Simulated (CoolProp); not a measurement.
Values from CoolProp's reference Helmholtz-energy equation of state, Lemmon 2013.

Q: Give the vapour pressure (MPa), surface tension (mN/m), liquid conductivity (mW/(m K)) of saturated propylene at 186.7, 294.6 K.

A: 
```
T (K)  p (MPa)  surface tension (mN/m)  liquid conductivity (mW/(m K))
-----  -------  ----------------------  ------------------------------
186.7   0.0113                    22.5                             161
294.6     1.06                    7.40                             113
```

Thermal conductivity comes from a separate model (Huber 2003), an estimate that may be off by 10 % or more. Surface tension comes from a separate correlation (Mulero 2012).
